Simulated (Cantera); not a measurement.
Mixture: 10.8 % CH₄, 6.89 % CO, 17.3 % O₂, 65.0 % N₂, at 500000 Pa, adiabatic and at constant volume. Ignition delay is the time to a rise of 400 K.

Cantera simulation using GRI-Mech 3.0 (53 species, 325 reactions); the numbers are that mechanism's predictions, not measurements.

Task: Predict: delay at 1275 K; delay at 1425 K; delay at 1575 K; delay at 1725 K; apparent activation energy between 1650 and 1800 K.

Result: delay at 1275 K: 6.59 ms
delay at 1425 K: 0.992 ms
delay at 1575 K: 0.196 ms
delay at 1725 K: 51.0 µs
apparent activation energy between 1650 and 1800 K: 200 kJ/mol
